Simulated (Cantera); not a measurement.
**Al + Cl2 (aluminium and copper etching)**

A closed system holds: 1 mol Al, 2.2 mol Cl2, equilibrated at 3.60 mbar.

Cantera equilibrium calculation (NASA polynomials, part measured and part estimated; ideal gas, pure solids and liquids). Candidate condensed phases: Al, AlCl3; 8 gas species. Kinetics and transport are ignored.

| T (K) | x AlCl3 | x Cl2 | x Cl | x Al2Cl6 | x AlCl2 |
|---|---|---|---|---|---|
| 823 | 0.585 | 0.413 | 0.000168 | 0.00250 | <1e-12 |
| 848 | 0.586 | 0.412 | 0.000287 | 0.00151 | <1e-12 |
| 873 | 0.587 | 0.412 | 0.000474 | 0.000941 | <1e-12 |
| 898 | 0.587 | 0.411 | 0.000762 | 0.000602 | <1e-12 |
| 923 | 0.587 | 0.411 | 0.00119 | 0.000395 | 2.38e-12 |
| 948 | 0.587 | 0.411 | 0.00183 | 0.000265 | 6.70e-12 |
| 973 | 0.587 | 0.410 | 0.00274 | 0.000181 | 1.79e-11 |
| 998 | 0.587 | 0.409 | 0.00402 | 0.000127 | 4.54e-11 |
| 1023 | 0.586 | 0.408 | 0.00579 | 9.03e-5 | 1.10e-10 |
| 1048 | 0.586 | 0.406 | 0.00819 | 6.53e-5 | 2.56e-10 |
| 1073 | 0.585 | 0.404 | 0.0114 | 4.80e-5 | 5.73e-10 |
| 1098 | 0.584 | 0.401 | 0.0156 | 3.58e-5 | 1.23e-9 |
x: gas mole fraction; nothing condenses.

From 823 K to 1098 K nothing is condensed. The main Al-bearing gas is AlCl3 throughout.
